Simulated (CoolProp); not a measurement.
Vapour-liquid equilibrium of R1234yf (1) + R227EA (2) at 253.4 K; x and y are mole fractions of (1).

The numbers come from the multi-fluid Helmholtz-energy mixture model, Lemmon 2022 and Lemmon 2016; pair parameters Bell 2016 in CoolProp.

**Question.** Give the bubble pressure and the first vapour's composition at x = 0.275, 0.35, 0.65. Is there an azeotrope?

**Answer.** x = 0.275: 1.057 bar, y = 0.393; x = 0.35: 1.105 bar, y = 0.477; x = 0.65: 1.297 bar, y = 0.756. No azeotrope shows between x = 0.05 and 0.95.

The pair parameters rest on a limited set of measurements; away from them the model extrapolates.
